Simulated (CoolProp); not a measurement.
R123 along the isotherm 411.6 K: density (kg/m³) from the reference equation and from simpler models built on Tc = 456.8 K, pc = 3.662 MPa, ω = 0.282; each cubic takes its own stable root.

Computed with CoolProp (reference Helmholtz-energy equation of state, Younglove 1994). It is a modified Benedict-Webb-Rubin equation, recast in Helmholtz form.

| p (MPa) | phase | reference |
|---|---|---|
| 0.0174 | gas | 0.7794 |
| 0.0357 | gas | 1.603 |
| 0.0732 | gas | 3.304 |
| 0.15 | gas | 6.844 |
| 0.309 | gas | 14.43 |
| 0.634 | gas | 31.22 |
| 1.3 | gas | 73.62 |
| 2.67 | liquid | 1113 |
| 5.49 | liquid | 1152 |

Question: How far does each simpler model (van der Waals, Redlich-Kwong, Soave-Redlich-Kwong, Peng-Robinson) lie from the reference over these 9 states: mean and median of the absolute difference, and the worst?

Answer: 
- van der Waals: mean 9.7 %, median 1.0 %, worst -40.3 % at 411.6 K and 2.67 MPa
- Redlich-Kwong: mean 4.2 %, median 0.3 %, worst -18.8 % at 411.6 K and 2.67 MPa
- Soave-Redlich-Kwong: mean 3.1 %, median 0.1 %, worst -14.2 % at 411.6 K and 2.67 MPa
- Peng-Robinson: mean 0.5 %, median 0.2 %, worst -2.9 % at 411.6 K and 2.67 MPa
